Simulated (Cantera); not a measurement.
A closed system holds: 1 mol AlCl3, 7.6 mol NH3, 100 mol N2, at 2148.15 K and 0.00133 bar.

Method: chemical equilibrium by Gibbs-energy minimisation in Cantera with the NASA 1993 tables (ideal gas, pure condensed phases). Candidate condensed phases: Al, AlCl3, AlN, NH4Cl; 20 gas species. The tables' values for AlCl2 are old estimates; treat these amounts as uncertain. The numbers say what is thermodynamically allowed, not how fast it happens.

Base state: N2 0.870, H2 0.0735, H 0.0310, HCl 0.0131, AlCl 0.00790, Cl 0.00405, Al 0.000449, AlCl2 3.42e-5 (mole fractions); condensed: gas only.

Task: What changes in the equilibrium state with this change: NH3 from 7.6 to 31 mol?

Result: 
| species | before | after |
|---|---|---|
| N2 | 0.870 | 0.684 |
| H2 | 0.0735 | 0.242 |
| H | 0.0310 | 0.0562 |
| HCl | 0.0131 | 0.0107 |
| AlCl | 0.00790 | 0.00524 |
| AlCl2 | 3.42e-5 | 1.02e-5 |
| Cl | 0.00405 | 0.00182 |

Task: What changes in the equilibrium state with this change: pressure from 0.00133 bar to 0.290 bar?

Result: 
| species | before | after |
|---|---|---|
| N2 | 0.870 | 0.885 |
| H2 | 0.0735 | 0.0880 |
| HCl | 0.0131 | 0.0161 |
| H | 0.0310 | 0.00230 |
| AlCl | 0.00790 | 0.00787 |
| AlCl3 | 2.18e-7 | 5.93e-5 |
| Al | 0.000449 | 2.71e-5 |
| AlCl2 | 3.42e-5 | 0.000563 |
| Cl | 0.00405 | 0.000307 |

Task: What changes in the equilibrium state with this change: temperature from 2148.15 K to 1573.15 K?

Result: 
| species | before | after |
|---|---|---|
| N2 | 0.870 | 0.886 |
| H2 | 0.0735 | 0.0891 |
| HCl | 0.0131 | 0.0160 |
| H | 0.0310 | 0.000333 |
| AlCl | 0.00790 | 0.00775 |
| AlCl3 | 2.18e-7 | 0.000236 |
| Al | 0.000449 | 1.08e-6 |
